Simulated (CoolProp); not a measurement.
Properties of acetone along the isobar 0.563 MPa.

The numbers come from the reference Helmholtz-energy equation of state, Lemmon 2006 in CoolProp. It is a short technical equation, of lower accuracy than the large ones.

| T (°C) | phase | speed of sound (m/s) | fugacity coefficient |
|---|---|---|---|
| 177.55 | gas | 248.7 | 0.9278 |
| 191.75 | gas | 254.2 | 0.9356 |
| 205.95 | gas | 259.4 | 0.9423 |
| 220.15 | gas | 264.4 | 0.9480 |
| 234.25 | gas | … | … |
| 248.45 | gas | … | 0.9573 |
| 262.65 | gas | 278.2 | … |
| 276.85 | gas | … | 0.9645 |

Problem. Complete the blanks.

Solution. 
- 234.25, speed of sound (m/s): 269.1
- 234.25, fugacity coefficient: 0.9530
- 248.45, speed of sound (m/s): 273.7
- 262.65, fugacity coefficient: 0.9612
- 276.85, speed of sound (m/s): 282.5
